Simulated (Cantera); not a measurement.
Input: 1 mol toluene, 0.076 mol CO2, 0.63 mol N2, held at 1.00 Torr.

Cantera equilibrium calculation (NASA polynomials, part measured and part estimated; ideal gas, pure solids and liquids). Candidate condensed phases: C, C6H6, C7H8, C8H18, H2O; 136 gas species. Equilibrium is a limit: real reactors are often held back by kinetics, nucleation or transport.

Over these rows the condensed part is C(graphite). Partial pressures as log10 of bar:

```
T (K)  1000/T (1/K)  log p C2H2 (acetylene)  log p H2  log p N2  log p CO
-----  ------------  ----------------------  --------  --------  --------
1300         0.7692                   -9.19     -2.95     -3.76     -4.37
1375         0.7273                   -8.70     -2.95     -3.76     -4.37
1450         0.6897                       ?     -2.95     -3.76     -4.37
1525         0.6557                   -7.87     -2.95     -3.76     -4.37
1600         0.6250                   -7.51     -2.95     -3.76     -4.37
1675         0.5970                   -7.19     -2.95     -3.76     -4.37
```

### Question
Fit log p(C2H2 (acetylene)) = a + b·(1000/T) to the five rows, give the apparent enthalpy, and predict the row at 1450 K.

### Answer
Means: 1000/T = 0.6748, log p = -8.092. Sxy = -0.238971, Sxx = 0.0205653, so b = -11.62 and a = -8.092 − (-11.62)×0.6748 = -0.25.
Apparent enthalpy: −19.145 × (-11.62) = 222 kJ/mol. With the condensed phases at unit activity, 2 C(graphite) + H2(g) = C2H2 (acetylene)(g) links this pressure to the main gases: over the six rows their terms move log p by +0.00 in all, so the slope is close to that reaction's ΔH°. The five rows lie within 0.01 of the line.
Prediction at 1450 K: -0.25 + (-11.62)×0.6897 = -8.26. The computed value is -8.26, 0.00 from the line.
